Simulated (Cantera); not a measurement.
A Cantera script and what it prints.

```python
import numpy as np
import cantera as ct

gas_names = """
    Cu CuF CuF2 Cu2 F F2 H HF H2 H2F2 H3F3 H4F4 H5F5 H6F6 H7F7
""".split()
cond_names = """
    Cu(cr) Cu(L) CuF2(s) CuF2(L)
""".split()


# ... load() reads the species with a 1 bar reference pressure and builds the phases ...
atoms = {
    'CuF2': {'Cu': 1, 'F': 2},
    'H2': {'H': 2},
}
top_T = {}  # K; cautious upper limits of use, not melting points


# ... equilibrate(T, P, feed) seeds the gas with the atoms and calls Mixture.equilibrate('TP', solver="vcs", rtol=1e-11, max_steps=5000) ...
results = []
feed = {'CuF2': 1, 'H2': 12}  # mol
P = 1333.22  # Pa
for T in [600, 800, 1000, 1200, 1400, 1600, 1800, 2000, 2200]:
    mix = equilibrate(T, P, feed)
    results.append((T, P, feed, dict(zip(mix.species_names, mix.species_moles))))
    x = sorted(zip(gas.X, gas.species_names), reverse=True)
    print(f"T = {T:g} K  P = {P:g} Pa  gas = {mix.phase_moles(0):.4g} mol")
    print("   x: " + "  ".join(f"{s} {v:.3e}" for v, s in x if v > 1e-06))
    print("   condensed (mol): " + ("  ".join(f"{mix.phase(i).name} {mix.phase_moles(i):.4g}"
          for i in range(1, mix.n_phases) if mix.phase_moles(i) > 1e-12) or "none"))
```

It prints:

```
T = 600 K  P = 1333.22 Pa  gas = 13 mol
   x: H2 8.462e-01  HF 1.538e-01
   condensed (mol): Cu(cr) 1
T = 800 K  P = 1333.22 Pa  gas = 13 mol
   x: H2 8.462e-01  HF 1.538e-01
   condensed (mol): Cu(cr) 1
T = 1000 K  P = 1333.22 Pa  gas = 13 mol
   x: H2 8.462e-01  HF 1.538e-01
   condensed (mol): Cu(cr) 1
T = 1200 K  P = 1333.22 Pa  gas = 13 mol
   x: H2 8.462e-01  HF 1.538e-01  H 1.572e-06
   condensed (mol): Cu(cr) 1
T = 1400 K  P = 1333.22 Pa  gas = 13 mol
   x: H2 8.460e-01  HF 1.538e-01  Cu 1.012e-04  H 3.875e-05  CuF 4.684e-06
   condensed (mol): Cu(L) 0.9986
T = 1600 K  P = 1333.22 Pa  gas = 13.04 mol
   x: H2 8.432e-01  HF 1.533e-01  Cu 2.982e-03  H 4.324e-04  CuF 6.070e-05  Cu2 2.134e-06
   condensed (mol): Cu(L) 0.9603
T = 1800 K  P = 1333.22 Pa  gas = 13.57 mol
   x: H2 8.092e-01  HF 1.469e-01  Cu 4.061e-02  H 2.789e-03  CuF 4.282e-04  Cu2 7.787e-05
   condensed (mol): Cu(L) 0.4408
T = 2000 K  P = 1333.22 Pa  gas = 14.08 mol
   x: H2 7.751e-01  HF 1.416e-01  Cu 7.044e-02  H 1.240e-02  CuF 4.399e-04  Cu2 6.349e-05
   condensed (mol): none
T = 2200 K  P = 1333.22 Pa  gas = 14.3 mol
   x: H2 7.483e-01  HF 1.396e-01  Cu 6.960e-02  H 4.219e-02  CuF 2.877e-04  Cu2 2.121e-05  F 6.773e-06
   condensed (mol): none
```

Method: chemical equilibrium by Gibbs-energy minimisation in Cantera with the NASA 1993 tables (ideal gas, pure condensed phases).
